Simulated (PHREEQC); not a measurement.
0.85 g of hydrous ferric oxide (600 m²/g; 0.2 weak and 0.005 strong sites per Fe, Dzombak-Morel constants, diffuse double layer) in 1 kg of water with 0.1 mol/kgw of an inert sodium salt and 1.6e-05 mol/kgw Na2SO4, at 25 °C; the pH is set by adding NaOH or the inert anion's acid. Oxygen alone is held at its pressure in air (log pO2 = -0.68). The system is closed to CO2. No solid was allowed to form.

The series has 13 steps of pH, from 4 to 12.

Model: ion-association model, wateq4f.dat, run in PHREEQC.

Question: Near which pH is half of the S sorbed, and on which side is more sorbed?

Answer: Near pH 6.4, with more sorbed at lower pH.
